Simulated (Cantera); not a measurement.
# Pyrogenic steam for wet oxidation

An isothermal, constant-pressure homogeneous reactor starts with H₂ : O₂ : N₂ = 0.56 : 1 : 0.69 (molar parts), equivalence ratio 0.28, at 1025 K and 11000 Pa.

Computed with Cantera and the H2/O2 subset of GRI-Mech 3.0, which has no nitrogen chemistry. Radical loss at walls, strong at low pressure, is not modelled. The temperature is held fixed by assumption; the heat of reaction is taken as removed at once.

| t (s) | x H₂ | x O₂ | x HO₂ | x H₂O₂ | x H |
|---|---|---|---|---|---|
| 1.00e-6 | 0.249 | 0.444 | 1.73e-11 | <1e-12 | 1.70e-11 |
| 3.76e-6 | 0.249 | 0.444 | 6.53e-11 | <1e-12 | 6.25e-11 |
| 1.41e-5 | 0.249 | 0.444 | 2.50e-10 | <1e-12 | 2.49e-10 |
| 5.31e-5 | 0.249 | 0.444 | 1.06e-9 | <1e-12 | 2.00e-9 |
| 0.000200 | 0.249 | 0.444 | 5.81e-8 | 5.05e-11 | 5.60e-7 |
| 0.000751 | 0.0206 | 0.364 | 7.94e-5 | 6.67e-6 | 0.0202 |
| 0.00282 | 0.00118 | 0.366 | 2.62e-5 | 3.18e-6 | 3.35e-5 |
| 0.0106 | 0.000166 | 0.365 | 5.77e-6 | 1.09e-6 | 1.35e-6 |
| 0.0399 | 1.19e-5 | 0.365 | 6.28e-7 | 2.63e-7 | 4.34e-8 |
| 0.150 | 3.98e-7 | 0.365 | 6.12e-8 | 5.75e-8 | 1.44e-9 |
| 0.564 | 1.97e-8 | 0.365 | 1.10e-8 | 1.37e-8 | 1.07e-10 |
| 2.12 | 3.82e-9 | 0.365 | 3.00e-9 | 3.60e-9 | 1.22e-11 |
| 7.98 | 9.45e-10 | 0.365 | 1.54e-9 | 9.90e-10 | 1.63e-12 |
| 30.0 | 3.31e-10 | 0.365 | 1.76e-9 | 3.24e-10 | <1e-12 |
x: mole fraction; the columns are a selection and need not sum to one.

Equilibrium at this temperature and pressure: H₂ 2.58e-10, O₂ 0.365, HO₂ 2.02e-9, H₂O₂ 2.19e-10, H <1e-12 (gas phase only).
